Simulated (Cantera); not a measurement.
Input: 1 mol TiC, 0.73 mol N2, at 1975 °C and 0.110 bar.

Equilibrium computed with Cantera from the NASA thermochemical tables; the gas is ideal and each condensed phase is pure. Candidate condensed phases: C, Ti, TiC, TiN; 13 gas species. TiC: taken at fixed stoichiometry. Equilibrium is a limit: real reactors are often held back by kinetics, nucleation or transport.

What is the equilibrium state?


```
Item                                         Value
--------------------------------------  ----------
x(N2)                                        1.000
x(Ti)                                      4.07e-6
x(CN)                                      3.65e-6
n(TiC(s))                                1.000 mol
gas amount                              0.7300 mol
log10 activity of C(graphite) (absent)       -0.92
log10 activity of Ti(l) (absent)             -2.60
```
